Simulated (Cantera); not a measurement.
A closed system holds: 1 mol Al2O3, 0.24 mol HCl, held at 0.860 bar.

Equilibrium computed with Cantera from the NASA thermochemical tables; the gas is ideal and each condensed phase is pure. Candidate condensed phases: Al, AlCl3, Al2O3, H2O; 29 gas species. The numbers say what is thermodynamically allowed, not how fast it happens. All values below are at 1198 K.

Base state: HCl 0.997, H2O 0.00179, AlCl3 0.00119, H2 4.29e-5, Cl2 2.94e-5, Cl 2.71e-5 (mole fractions); condensed: Al2O3(s).

### Question
What changes in the equilibrium state with this change: Al2O3 replaced by Fe2O3?

### Answer
| species | before | after |
|---|---|---|
| HCl | 0.997 | 0.842 |
| H2O | 0.00179 | 0.0896 |
| FeCl3 | 0 | 0.0426 |
| FeCl2 | 0 | 0.0165 |
| AlCl3 | 0.00119 | 0 |
| Fe2Cl6 | 0 | 0.000212 |
| Fe2Cl4 | 0 | 0.000157 |
| O2 | <1e-9 | 0.000108 |
| H2 | 4.29e-5 | 1.13e-7 |
| Al2O3(s), mol | 1.000 | 0 |
| Fe2O3(s), mol | 0 | 0.993 |
Further candidate phases: Fe, FeCl2, FeCl3, FeO, Fe(OH)2, Fe(OH)3, Fe2O3, Fe3O4.
